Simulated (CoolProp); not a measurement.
Computed with CoolProp (reference Helmholtz-energy equation of state, Smukala 2000).

Q: Give the vapour pressure (MPa), vapour density (kg/m³), enthalpy of vaporisation (kJ/kg), surface tension (mN/m) of saturated ethylene at -111.35, -66.05 °C.

A: 
```json
[
 {"T (°C)": "-111.35", "p (MPa)": "0.0633", "vapour density (kg/m³)": "1.35", "enthalpy of vaporisation (kJ/kg)": "493", "surface tension (mN/m)": "17.6"},
 {"T (°C)": "-66.05", "p (MPa)": "0.603", "vapour density (kg/m³)": "11.1", "enthalpy of vaporisation (kJ/kg)": "419", "surface tension (mN/m)": "10.2"}
]
```

Surface tension comes from a separate correlation (Mulero 2012).
